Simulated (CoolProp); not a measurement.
Vapour-liquid equilibrium of toluene (1) + n-nonane (2) at 98.25 °C; x and y are mole fractions of (1).

The numbers come from the multi-fluid Helmholtz-energy mixture model, Lemmon 2006 and Lemmon 2006; pair parameters Bell 2016 in CoolProp.

```csv
x,bubble pressure (MPa),y at the bubble point,dew pressure at overall composition x (MPa),liquid density (mol/L)
0.05,0.02333,0.192,0.02058,5.215
0.2,0.03335,0.517,0.02349,…
0.35,0.04208,…,0.02735,5.970
0.5,0.04959,0.780,0.03263,…
0.65,…,0.854,0.04021,6.960
0.8,0.06234,0.917,0.05127,7.581
0.95,0.06836,0.978,…,…
```

Question: Some entries are withheld; supply them.

Answer: 
- 0.2, liquid density (mol/L): 5.569
- 0.35, y at the bubble point: 0.680
- 0.5, liquid density (mol/L): 6.429
- 0.65, bubble pressure (MPa): 0.05620
- 0.95, dew pressure at overall composition x (MPa): 0.06560
- 0.95, liquid density (mol/L): 8.317

No azeotrope shows between x = 0.05 and 0.95.

Pair parameters are fitted to limited data, so mixtures are less certain than the pure fluids.
